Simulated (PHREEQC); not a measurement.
Solution (25 °C): 4.9 mmol/kgw KHCO3, 0.4 mmol/kgw CsBr and 3.6 mmol/kgw MnCl2. Closed to the air; pH follows from the charge balance.

The numbers come from PHREEQC with the ion-association model, wateq4f.dat.

```yaml
pH: 7.27
ionic_strength: 0.0138 mol/kgw
total_alkalinity: 4.90 meq/kg
```

| species | molality | activity | log γ |
|---|---|---|---|
| Cl- | 0.00715 | 0.00634 | -0.053 |
| K+ | 0.00490 | 0.00434 | -0.053 |
| HCO3- | 0.00360 | 0.00321 | -0.050 |
| Mn+2 | 0.00263 | 0.00168 | -0.195 |
| MnHCO3+ | 0.000540 | 0.000481 | -0.050 |
| Br- | 0.000400 | 0.000355 | -0.051 |
| Cs+ | 0.000400 | 0.000355 | -0.051 |
| CO2 | 0.000382 | 0.000384 | 0.001 |
| MnCO3 | 0.000377 | 0.000378 | 0.001 |
| MnCl+ | 4.87e-5 | 4.34e-5 | -0.050 |

Precipitation was switched off in this run. The solution is supersaturated, for example in Rhodochrosite, so a real one may precipitate; this is no full list.
